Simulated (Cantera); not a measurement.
Feed: 1 mol AlN, 2.6 mol O2, 4.4 mol N2, at 0.00133 bar.

These are equilibrium values from Cantera (NASA tables, ideal gas, pure condensed phases), not measurements of a reactor. Candidate condensed phases: Al, AlN, Al2O3; 16 gas species. Equilibrium is a limit: real reactors are often held back by kinetics, nucleation or transport. All values below are at 923 K.

Base state: N2 0.726, O2 0.274, NO 1.37e-5 (mole fractions); condensed: Al2O3(s).

Problem. What changes in the equilibrium state with this change: AlN replaced by BN?

Solution. 
```csv
species,before,after
N2,0.726,0.726
O2,0.274,0.274
NO,1.37e-5,1.37e-5
"Al2O3(s), mol",0.500,0
"B2O3(l), mol",0,0.500
```
Further candidate phases: B, BN, B2O3.
